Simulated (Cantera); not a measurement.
Feed: 1 mol SiC, 0.0022 mol O₂, 6.8 mol H₂, at 1.20 bar.

Equilibrium computed with Cantera from the NASA thermochemical tables; the gas is ideal and each condensed phase is pure. Candidate condensed phases: C, C₆H₆, C₇H₈, C₈H₁₈, H₂O, Si, SiC, SiO₂; 123 gas species. Mutual solubility and eutectic melting of coexisting phases are not modelled. The tables hold silica as quartz up to 1696 K and as liquid above; real silica turns to tridymite and cristobalite and melts near 1996 K. The numbers say what is thermodynamically allowed, not how fast it happens. All values below are at 1525 K.

Base state: H₂ 0.999, SiO 0.000297, CO 0.000236, CH₄ 0.000114, H 2.16e-5 (mole fractions); condensed: SiC(s) + SiO₂(β-quartz).

### Question
What changes in the equilibrium state with this change: SiC replaced by Si₃N₄?

### Answer
```
species                before     after
-------------------  --------  --------
H₂                      0.999     1.000
N₂                          0  0.000216
H                     2.16e-5   2.16e-5
SiO                  0.000297   8.74e-7
CO                   0.000236         0
CH₄                  0.000114         0
SiC(s), mol             0.998         0
SiO₂(β-quartz), mol  0.000355         0
Si₂N₂O(s), mol              0   0.00439
Si₃N₄(s), mol               0     0.997
```
Further candidate phases: Si₂N₂O, Si₃N₄.
